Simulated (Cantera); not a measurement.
A perfectly stirred reactor is fed with H2 : O2 : N2 = 0.39 : 0.77 : 2.5 (molar parts), equivalence ratio 0.25, at 5.25 Torr; it is held at 1425 K, and followed from long to short residence time.

Detailed kinetics in Cantera: the H2/O2 subset of GRI-Mech 3.0, which has no nitrogen chemistry. Radical loss at walls, strong at low pressure, is not modelled. The temperature is held fixed by assumption; the heat of reaction is taken as removed at once.

**Question.** Predict: x(H2) at τ = 0.430 s; x(O2) at τ = 0.430 s; x(H2O) at τ = 0.430 s; x(HO2) at τ = 0.430 s; x(H2O2) at τ = 0.430 s; x(H2) at τ = 12.0 ms; x(O2) at τ = 12.0 ms; x(H2O) at τ = 12.0 ms; x(HO2) at τ = 12.0 ms; x(H2O2) at τ = 12.0 ms.

**Answer.** 
```
Quantity                 Result
----------------------  -------
x(H2) at τ = 0.430 s    0.00515
x(O2) at τ = 0.430 s      0.158
x(H2O) at τ = 0.430 s    0.0935
x(HO2) at τ = 0.430 s   4.99e-7
x(H2O2) at τ = 0.430 s  3.26e-8
x(H2) at τ = 12.0 ms     0.0100
x(O2) at τ = 12.0 ms      0.154
x(H2O) at τ = 12.0 ms    0.0737
x(HO2) at τ = 12.0 ms   4.73e-7
x(H2O2) at τ = 12.0 ms  3.18e-8
```
